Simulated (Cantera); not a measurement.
A closed system holds: 1 mol CS2, 0.03 mol SO2, 0.14 mol O2, at 2173 K and 47.0 mbar.

Cantera equilibrium calculation (NASA polynomials, part measured and part estimated; ideal gas, pure solids and liquids). Candidate condensed phases: C, S; 22 gas species. The numbers say what is thermodynamically allowed, not how fast it happens.

Base state: S2 0.309, CS2 0.274, CO 0.227, CS 0.167, S 0.0231, COS 0.000391 (mole fractions); condensed: gas only.

What changes in the equilibrium state with this change: temperature from 2173 K to 773.15 K?


```json
[
 {"species": "CS2", "before": "0.274", "after": "0.571"},
 {"species": "COS", "before": "0.000391", "after": "0.220"},
 {"species": "S2", "before": "0.309", "after": "0.166"},
 {"species": "CO", "before": "0.227", "after": "0.0235"},
 {"species": "CS", "before": "0.167", "after": "<1e-9"},
 {"species": "S", "before": "0.0231", "after": "<1e-9"},
 {"species": "CO2", "before": "1.30e-7", "after": "0.0202"},
 {"species": "S8", "before": "<1e-9", "after": "0.000133"}
]
```
Gases not in the tables: S3 to S7.
